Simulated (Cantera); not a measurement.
An isothermal, constant-pressure homogeneous reactor starts with 0.327 % CH3OH, 0.565 % O2, 99.1 % N2, at 1500 K and 6450 Torr.

Computed with Cantera and GRI-Mech 3.0 (53 species, 325 reactions). GRI-Mech 3.0 was tuned for natural gas; its chemistry of methanol as a main component is partial and can be far from experiment.

One state of this run: x CH3OH = <1e-12; x O2 = 0.000768; x HO2 = 2.09e-7; x CH2O = <1e-12; x NO = 2.31e-6; x NO2 = 1.22e-8; x HCO = 1.06e-12. x: mole fraction; the columns are a selection and need not sum to one.

### Question
Which value of t (s) does it belong to?
A) 2.14
B) 0.00447
C) 0.000956
D) 10.0

### Answer
B, 0.00447
